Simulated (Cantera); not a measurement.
## Thermodynamics of silicon nitride deposition, feed SiCl₄ + N₂ + H₂

Feed: 1 mol SiCl₄, 40 mol N₂, 66 mol H₂, at 1.00 Torr.

These are equilibrium values from Cantera (NASA tables, ideal gas, pure condensed phases), not measurements of a reactor. Candidate condensed phases: NH₄Cl, Si, Si₃N₄; 28 gas species. N₂ is the only nitrogen source here; it is nearly inert below about 1500 K, so the nitride shown seldom forms there in practice. The tables' values for SiCl, SiN are old estimates; treat these amounts as uncertain. Gases not in the tables: Si₂H₆ and higher silanes. Kinetics and transport are ignored.

```csv
T (°C),x H₂,x N₂,x H,x HCl,x Si,x SiCl₂,n Si₃N₄(s),n Si(s),n Si(l)
802,0.596,0.366,3.10e-7,0.0373,<1e-12,3.80e-7,0.333,0,0
877,0.596,0.366,1.58e-6,0.0373,<1e-12,2.62e-6,0.333,0,0
952,0.596,0.366,6.59e-6,0.0372,6.47e-12,1.42e-5,0.333,0,0
1027,0.596,0.366,2.34e-5,0.0371,3.29e-10,6.24e-5,0.331,0,0
1102,0.596,0.367,7.25e-5,0.0368,1.08e-8,0.000230,0.325,0,0
1177,0.597,0.367,0.000200,0.0358,2.47e-7,0.000709,0.308,0,0
1252,0.597,0.367,0.000501,0.0336,4.12e-6,0.00180,0.268,0,0
1327,0.598,0.368,0.00115,0.0297,5.26e-5,0.00367,0.198,0,0
1402,0.595,0.370,0.00245,0.0276,0.000326,0.00461,0,0.452,0
1477,0.592,0.369,0.00490,0.0278,0.00113,0.00435,0,0,0.374
1552,0.587,0.367,0.00924,0.0280,0.00341,0.00400,0,0,0.122
1627,0.579,0.365,0.0165,0.0302,0.00576,0.00260,0,0,0
1702,0.567,0.362,0.0282,0.0320,0.00710,0.00131,0,0,0
1777,0.552,0.358,0.0462,0.0324,0.00787,0.000583,0,0,0
```
x: gas mole fraction; n: condensed amount in mol.

From 802 °C to 1327 °C the condensed part is Si₃N₄(s). At 1402 °C the condensed part is Si(s). From 1477 °C to 1552 °C the condensed part is Si(l). From 1627 °C to 1777 °C nothing is condensed. The main Si-bearing gas is SiCl₂ at 802 °C and Si at 1777 °C.
